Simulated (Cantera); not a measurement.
A perfectly stirred reactor is fed with CH₂O : O₂ : N₂ = 0.0038 : 0.002 : 1 (molar parts), at 750 Torr; it is held at 1050 K, and followed from long to short residence time.

Model: GRI-Mech 3.0 (53 species, 325 reactions), integrated in Cantera.

One state of this run: x CH₂O = 2.11e-6; x O₂ = 8.52e-5; x HCN = 6.03e-9; x H₂O = 0.00248; x C₂H₆ = 1.20e-11; x C₂H₂ = 3.77e-11; x N₂O = 5.50e-9. x: mole fraction; the columns are a selection and need not sum to one.

Question: Which value of τ (s) does it belong to?
A. 0.032
B. 0.0052
C. 0.0021
D. 0.20

Answer: D, 0.20
